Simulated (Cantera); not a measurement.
A perfectly stirred reactor is fed with C2H6 : N2 = 1 : 4.7 (molar parts), at 1.01 bar; it is held at 1300 K, and followed from long to short residence time.

Detailed kinetics in Cantera: GRI-Mech 3.0 (53 species, 325 reactions). GRI-Mech 3.0 stops at C3 and has no aromatics, soot or wall deposition, so with more carbon than oxygen in the feed, carbon stays in small species such as C2H2 where larger ones or solid carbon would form.

Q: What does this change do: N2 4.7 to 0.69 parts?

A: 
```json
[
 {"quantity": "x(C2H6) at τ = 2.80 s", "before": "0.000847", "after": "0.00313"},
 {"quantity": "x(CH3) at τ = 2.80 s", "before": "1.34e-5", "after": "2.73e-5"},
 {"quantity": "x(C2H2) at τ = 2.80 s", "before": "0.0746", "after": "0.134"},
 {"quantity": "x(CH2) at τ = 2.80 s", "before": "1.00e-10", "after": "1.23e-10"},
 {"quantity": "x(C2H4) at τ = 2.80 s", "before": "0.0394", "after": "0.127"},
 {"quantity": "x(C2H6) at τ = 90.0 ms", "before": "0.00627", "after": "0.0167"},
 {"quantity": "x(CH3) at τ = 90.0 ms", "before": "2.98e-5", "after": "4.79e-5"},
 {"quantity": "x(C2H2) at τ = 90.0 ms", "before": "0.0557", "after": "0.0986"},
 {"quantity": "x(CH2) at τ = 90.0 ms", "before": "6.65e-10", "after": "5.89e-10"},
 {"quantity": "x(C2H4) at τ = 90.0 ms", "before": "0.0645", "after": "0.191"}
]
```
